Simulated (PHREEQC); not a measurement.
NaHS is added in steps, without added water, to 1 kg of water holding 0.014 mol/kgw Ba(OH)2, at 25 °C. The system is closed to oxygen. CO2 is held at log p = -2 (atm). Solids allowed: Witherite, Nahcolite, Natron. Others were left out.

Base run: PHREEQC, ion-association model, wateq4f.dat. Each further column changes one thing. The table gives Ba in solution (mol/kgw).

```
NaHS added (mol)     base  metal-ligand complexes left out  Debye-Hückel limiting law  Davies equation for every ion  all activity coefficients set to 1
----------------  -------  -------------------------------  -------------------------  -----------------------------  ----------------------------------
0                 0.00153                          0.00150                    0.00155                        0.00153                                 ___
0.0004375         0.00149                          0.00147                    0.00152                        0.00150                             0.00128
0.001313          0.00142                          0.00140                    0.00146                        0.00143                             0.00119
0.00175           0.00139                          0.00137                    0.00143                        0.00140                             0.00115
0.002188          0.00136                          0.00134                    0.00140                        0.00137                             0.00111
0.003063          0.00130                          0.00128                    0.00135                        0.00131                                 ___
0.0035            0.00128                          0.00125                    0.00132                        0.00128                                 ___
0.003938          0.00125                          0.00123                    0.00130                        0.00126                                 ___
0.004812          0.00120                          0.00118                    0.00125                        0.00121                            0.000905
0.00525           0.00118                          0.00115                    0.00123                        0.00119                                 ___
0.005687          0.00116                          0.00113                    0.00122                        0.00117                            0.000849
0.006562          0.00112                          0.00109                    0.00118                        0.00113                                 ___
0.007             0.00110                          0.00107                    0.00116                        0.00111                            0.000774
```

Task: Fill in the missing entries.

Result: 
- 0, all activity coefficients set to 1: 0.00133
- 0.003063, all activity coefficients set to 1: 0.00103
- 0.0035, all activity coefficients set to 1: 0.000999
- 0.003938, all activity coefficients set to 1: 0.000966
- 0.00525, all activity coefficients set to 1: 0.000876
- 0.006562, all activity coefficients set to 1: 0.000798

The polysulfide entries of wateq4f.dat were taken out for this run.
